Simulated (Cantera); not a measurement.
# Equilibrium for thermal oxidation and active oxidation of silicon: Si + CO₂ + N₂

Input: 1 mol Si, 0.014 mol CO₂, a varied amount of N₂, held at 2123 K and 101000 Pa.

Equilibrium computed with Cantera from the NASA thermochemical tables; the gas is ideal and each condensed phase is pure. Candidate condensed phases: C, Si, SiC, SiO₂, Si₂N₂O, Si₃N₄; 34 gas species. Mutual solubility and eutectic melting of coexisting phases are not modelled. The tables' values for SiN are old estimates; treat these amounts as uncertain. Rates play no part.

```csv
n(N₂) (mol),log p N₂,log p SiO,log p CO,log p Si,log p SiN,log p Si₂N,log p Si₂C,log p Si₂,n SiC(s),n Si₃N₄(s)
28,0.01,-3.26,-3.32,-3.86,-4.56,-4.57,-5.21,-5.81,0.000809,0.326
160,0.01,-4.02,-4.08,-3.86,-4.56,-4.57,-5.21,-5.81,0,0.316
300,0.01,-4.27,-4.38,-3.86,-4.56,-4.57,-5.26,-5.81,0,0.305
430,0.01,-4.41,-4.56,-3.86,-4.56,-4.57,-5.29,-5.81,0,0.295
570,0.01,-4.52,-4.70,-3.86,-4.56,-4.57,-5.33,-5.81,0,0.284
700,0.01,-4.60,-4.81,-3.86,-4.56,-4.57,-5.35,-5.81,0,0.274
830,0.01,-4.67,-4.90,-3.86,-4.56,-4.57,-5.38,-5.81,0,0.264
```
log p: log10 of the partial pressure in bar; n: condensed amount in mol.

At 28 mol N₂ the condensed part is SiC(s) + Si₃N₄(s). From 160 mol N₂ to 830 mol N₂ the condensed part is Si₃N₄(s). The main Si-bearing gas is SiO at 28 mol N₂ and Si at 830 mol N₂. The share of Si in condensed phases is highest at 28 mol N₂ (97.9 %) and lowest at 830 mol N₂ (79.2 %).
